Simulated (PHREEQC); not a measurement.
Consider water at 25 °C with 52 mmol/kgw HF and 17 mmol/kgw NaF. Closed to the air; pH follows from the charge balance.

The numbers come from PHREEQC with the ion-association model, phreeqc.dat.

No solid was allowed to form.

Task: Order these F species by the share of F that they hold, largest first: F-, NaF, HF, HF2-.

Result: HF (68 %), F- (24 %), HF2- (8.5 %), NaF (0.17 %)

The pH is 2.66 and the ionic strength 0.0193 mol/kgw.
